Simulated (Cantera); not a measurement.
Input (Python, Cantera) and output of one run.

```python
import numpy as np
import cantera as ct

gas_names = """
    CL CL2 H HCL H2 N NH NH2 NH3 N2 N2H2 N2H4 Si SiCL SiCL2 SiCL3 SiCL4 SiH SiHCL3 SiH2 SiH2CL2 SiH3
    SiH3CL SiH4 SiN Si2 Si2N Si3
""".split()
cond_names = """
    NH4CL(a) NH4CL(b) Si(cr) Si(L) Si3N4(a)
""".split()


# ... load() reads the species with a 1 bar reference pressure and builds the phases ...
atoms = {
    'SiHCl3': {'Si': 1, 'H': 1, 'CL': 3},
    'NH3': {'N': 1, 'H': 3},
}
top_T = {'Si3N4(a)': 2400}  # K; cautious upper limits of use, not melting points


# ... equilibrate(T, P, feed) seeds the gas with the atoms and calls Mixture.equilibrate('TP', solver="vcs", rtol=1e-11, max_steps=5000) ...
results = []
feed = {'SiHCl3': 1, 'NH3': 1.9}  # mol
T = 1748  # K
P = 1000  # Pa
mix = equilibrate(T, P, feed)
results.append((T, P, feed, dict(zip(mix.species_names, mix.species_moles))))
x = sorted(zip(gas.X, gas.species_names), reverse=True)
print(f"T = {T:g} K  P = {P:g} Pa  gas = {mix.phase_moles(0):.4g} mol")
print("   x: " + "  ".join(f"{s} {v:.3e}" for v, s in x if v > 0.0001))
print("   condensed (mol): " + ("  ".join(f"{mix.phase(i).name} {mix.phase_moles(i):.4g}"
      for i in range(1, mix.n_phases) if mix.phase_moles(i) > 1e-12) or "none"))
```

Result:

```
T = 1748 K  P = 1000 Pa  gas = 5.799 mol
   x: H2 4.919e-01  HCL 1.699e-01  SiCL2 1.692e-01  N2 1.638e-01  SiCL3 2.618e-03  H 1.602e-03  CL 4.270e-04  SiCL 3.628e-04  Si 1.259e-04
   condensed (mol): none
```

Method: chemical equilibrium by Gibbs-energy minimisation in Cantera with the NASA 1993 tables (ideal gas, pure condensed phases). The tables' values for SiCl3, SiCl are old estimates; treat these amounts as uncertain.
